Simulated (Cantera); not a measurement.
## Adiabatic ignition

An adiabatic, constant-pressure homogeneous reactor starts with 10.4 % CH₄, 18.8 % O₂, 70.8 % N₂, at 1325 K and 5.00 bar.

Detailed kinetics in Cantera: GRI-Mech 3.0 (53 species, 325 reactions).

```
t (s)     T (K)   x CH₄     x O₂      x OH     x CH₃     x CO₂
--------  -----  ------  -------  --------  --------  --------
9.00e-6    1325   0.104    0.188  6.47e-10   4.14e-7    <1e-12
3.44e-5    1325   0.104    0.188   3.63e-9   2.14e-6  2.58e-11
0.000132   1325   0.103    0.188   2.16e-8   1.45e-5   4.18e-9
0.000503   1326   0.103    0.188   5.55e-8   3.01e-5   1.49e-7
0.00192    1362  0.0963    0.183   1.03e-6  0.000118   2.85e-5
0.00735    2789  <1e-12  0.00720    0.0123    <1e-12    0.0563
0.0281     2789  <1e-12  0.00720    0.0123    <1e-12    0.0563
0.107      2789  <1e-12  0.00720    0.0123    <1e-12    0.0563
0.411      2789  <1e-12  0.00720    0.0123    <1e-12    0.0563
1.57       2789  <1e-12  0.00720    0.0123    <1e-12    0.0563
6.00       2789  <1e-12  0.00720    0.0123    <1e-12    0.0563
```
x: mole fraction; the columns are a selection and need not sum to one.

```
Quantity                                                            Result
---------------------------------  ---------------------------------------
time of steepest temperature rise                                  2.29 ms
temperature at 6.00 s                                               2789 K
equilibrium temperature                                             2789 K
x(CH₄) at 6.00 s                     <1e-12 (gas-phase equilibrium <1e-12)
x(O₂) at 6.00 s                    0.00720 (gas-phase equilibrium 0.00720)
x(OH) at 6.00 s                      0.0123 (gas-phase equilibrium 0.0123)
```
